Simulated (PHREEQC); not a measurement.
Dissolve 150 mmol/kgw K2SO4 at 45 °C. Closed to the air; pH follows from the charge balance.

Computed with PHREEQC (ion-association model, phreeqc.dat).

```
Quantity                      Value
--------------------  -------------
ionic strength        0.348 mol/kgw
activity of water             0.993
specific conductance    34700 µS/cm
density                 1.010 g/cm³
```

| species | molality | activity | log γ |
|---|---|---|---|
| K+ | 0.249 | 0.165 | -0.180 |
| SO4-2 | 0.0990 | 0.0224 | -0.645 |
| KSO4- | 0.0510 | 0.0359 | -0.152 |
| OH- | 6.13e-7 | 4.00e-7 | -0.185 |
| HSO4- | 4.83e-7 | 3.49e-7 | -0.141 |
| H+ | 1.30e-7 | 1.00e-7 | -0.113 |

Precipitation was switched off in this run. At this temperature some constants are extrapolated from 25 °C, and those without enthalpy data are left unchanged.
